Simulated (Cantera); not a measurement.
Input: 1 mol SiO2, 1.1 mol C, 1 mol CO, held at 2150 °C and 13.3 mbar.

Cantera equilibrium calculation (NASA polynomials, part measured and part estimated; ideal gas, pure solids and liquids). Rates play no part.

```csv
species,before,after
CO,0.678,0.929
Si,0.0316,0.0391
SiO,0.291,0.0193
SiC2,1.01e-5,0.00807
C3,<1e-9,1.08e-5
Si2C,0.000117,0.00456
SiC,3.80e-7,1.20e-5
Si2,0.000121,0.000185
"C(graphite), mol",0,0.136
"SiC(s), mol",0,0.759
```
Gas species are given as mole fractions.

What was changed between the two runs?
(A) C from 1.1 to 2.4 mol
(B) temperature from 2150 °C to 1527 °C
(C) pressure from 13.3 mbar to 0.120 bar
(D) C from 1.1 to 2.9 mol

D, C from 1.1 to 2.9 mol
